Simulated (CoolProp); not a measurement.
Dimethyl carbonate along the isobar 0.551 MPa: density (kg/m³) from the reference equation and from simpler models built on Tc = 283.9 °C, pc = 4.909 MPa, ω = 0.346; each cubic takes its own stable root.

Computed with CoolProp (reference Helmholtz-energy equation of state, Zhou 2011).

```
T (°C)   phase  reference  van der Waals  Redlich-Kwong  Soave-Redlich-Kwong  Peng-Robinson
------  ------  ---------  -------------  -------------  -------------------  -------------
143.05  liquid      894.5          15.43          15.82                795.0          901.0
149.15  liquid      884.5          15.17          15.53                784.6          889.6
155.35     gas      15.45          14.91          15.24                15.44          15.53
161.45     gas      15.15          14.67          14.96                15.14          15.23
167.55     gas      14.87          14.43          14.70                14.86          14.95
173.75     gas      14.59          14.20          14.45                14.59          14.68
179.85     gas      14.33          13.98          14.21                14.34          14.42
186.05     gas      14.08          13.76          13.97                14.09          14.16
192.15     gas      13.84          13.56          13.75                13.85          13.93
198.35     gas      13.61          13.35          13.53                13.62          13.69
204.45     gas      13.39          13.16          13.33                13.40          13.47
210.55     gas      13.19          12.97          13.12                13.19          13.26
216.75     gas      12.98          12.79          12.93                12.99          13.06
222.85     gas      12.79          12.61          12.74                12.79          12.86
```

At some of these states van der Waals, Redlich-Kwong gives the other phase, because its saturation line lies elsewhere.
